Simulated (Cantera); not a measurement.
A perfectly stirred reactor is fed with CH₄ : C₂H₆ : C₃H₈ : O₂ : N₂ = 1 : 0.035 : 1.2 : 13.8 : 51.8 (molar parts), equivalence ratio 0.59, at 9.87 atm; it is adiabatic with a 725 K inlet, and is followed from long to short residence time, starting on the burning branch (τ in s: 0.053, 0.024, 0.011, 0.0048, 0.0021, 0.00095, 0.00042, 0.00019, 8.5e-05, 3.8e-05, 1.7e-05, 7.6e-06).

Cantera simulation using GRI-Mech 3.0 (53 species, 325 reactions); the numbers are that mechanism's predictions, not measurements. GRI-Mech 3.0 was tuned for natural gas; its chemistry of propane as a main component is partial and can be far from experiment.

One state of this run: T (K) = 2007; x CH₄ = 4.97e-6; x C₂H₆ = 3.33e-8; x C₃H₈ = 1.03e-6; x HCO = 2.71e-8; x CO₂ = 0.0670. x: mole fraction; the columns are a selection and need not sum to one.

Q: Which value of τ (s) does it belong to?
(A) 0.00019
(B) 0.024
(C) 0.0048
(D) 0.00095

A: C, 0.0048
